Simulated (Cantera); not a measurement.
Source: NASA polynomial tables (part measured, part estimated), evaluated in Cantera. Values are per mole of reaction as written; species without (g) are pure solids or liquids, kept so even where they would boil at 1 bar.

Q: Between 1023 and 1223 K, where is each reaction favourable under standard conditions?
- CrO3(g) + 3 Cr + 2 NH3(g) = 3 H2O(g) + 2 Cr2N
- 2 NH3(g) + 4 CrO3(g) = 3 O3(g) + 3 H2O(g) + 2 Cr2N

A: 
- CrO3(g) + 3 Cr + 2 NH3(g) = 3 H2O(g) + 2 Cr2N: ΔG° is -580 kJ at 1023 K and -581 kJ at 1223 K; it stays negative (K > 1). ΔH° is -571 kJ and ΔS° 8 J/K at 1223 K.
- 2 NH3(g) + 4 CrO3(g) = 3 O3(g) + 3 H2O(g) + 2 Cr2N: ΔG° is 726 kJ at 1023 K and 722 kJ at 1223 K; it stays positive (K < 1). ΔH° is 752 kJ and ΔS° 25 J/K at 1223 K.
